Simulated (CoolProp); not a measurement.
Methanol along the isobar 32.5 MPa: fugacity coefficient from the reference equation and from simpler models built on Tc = 513.4 K, pc = 8.216 MPa, ω = 0.565; each cubic takes its own stable root.

The numbers come from the reference Helmholtz-energy equation of state, de Reuck 1993 in CoolProp.

| T (K) | phase | reference | van der Waals | Redlich-Kwong | Peng-Robinson |
|---|---|---|---|---|---|
| 510.1 | liquid | 0.2250 | 0.3240 | 0.2733 | 0.2478 |
| 517.9 | supercritical | 0.2460 | 0.3365 | 0.2896 | 0.2700 |
| 525.8 | supercritical | 0.2679 | 0.3492 | 0.3062 | 0.2930 |
| 533.6 | supercritical | 0.2900 | 0.3617 | 0.3227 | 0.3162 |
| 541.5 | supercritical | 0.3128 | 0.3744 | 0.3394 | 0.3400 |
| 549.3 | supercritical | 0.3356 | 0.3869 | 0.3559 | 0.3637 |
| 557.2 | supercritical | 0.3587 | 0.3995 | 0.3727 | 0.3878 |
| 565 | supercritical | 0.3815 | 0.4119 | 0.3891 | 0.4115 |
| 572.9 | supercritical | 0.4045 | 0.4243 | 0.4056 | 0.4354 |
| 580.7 | supercritical | 0.4268 | 0.4366 | 0.4218 | 0.4588 |
| 588.6 | supercritical | 0.4489 | 0.4489 | 0.4381 | 0.4822 |
| 596.4 | supercritical | 0.4702 | 0.4609 | 0.4539 | 0.5048 |
| 604.3 | supercritical | 0.4910 | 0.4730 | 0.4697 | 0.5273 |
| 612.1 | supercritical | 0.5107 | 0.4848 | 0.4851 | 0.5490 |
| 620 | supercritical | 0.5299 | 0.4967 | 0.5004 | 0.5704 |
